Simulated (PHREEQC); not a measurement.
Solution A (0.23 mol HF, 0.013 mol NH4HF2 and 0.059 mol H3PO4 per kg of water) is mixed with solution B (0.0063 mol/kgw NaOH) at 25 °C; shares are by mass of water, 1 kg in all. Oxygen is held at 0.21 atm. No CO2 enters from the air. No solid was allowed to form.

All values are PHREEQC results (ion-association model, wateq4f.dat), not measurements.

| share of solution B | pH | H3PO4 (mol/kgw) | HF (mol/kgw) |
|---|---|---|---|
| 0 | 1.81 | 0.0390 | 0.139 |
| 0.1 | 1.83 | ? | 0.129 |
| 0.2 | 1.86 | 0.0299 | 0.118 |
| 0.25 | ? | 0.0276 | 0.113 |
| 0.35 | ? | 0.0232 | 0.101 |
| 0.45 | ? | 0.0188 | ? |
| 0.55 | 2.02 | 0.0146 | 0.0755 |
| 0.65 | 2.10 | 0.0105 | ? |
| 0.75 | 2.21 | 0.00656 | 0.0455 |
| 0.8 | 2.29 | 0.00474 | 0.0370 |
| 0.9 | ? | 0.00153 | 0.0181 |
| 1 | 11.76 | 0 | 0 |

**Question.** What belongs in the gaps?

**Answer.** 
- 0.1, H3PO4 (mol/kgw): 0.0344
- 0.25, pH: 1.88
- 0.35, pH: 1.92
- 0.45, pH: 1.97
- 0.45, HF (mol/kgw): 0.0888
- 0.65, HF (mol/kgw): 0.0612
- 0.9, pH: 2.58

wateq4f.dat counts part of the HF as a dimer, H2F2, which phreeqc.dat doesn't know; its constant is uncertain. H3PO4, which wateq4f.dat lacks, is added to it with the constant of phreeqc.dat.
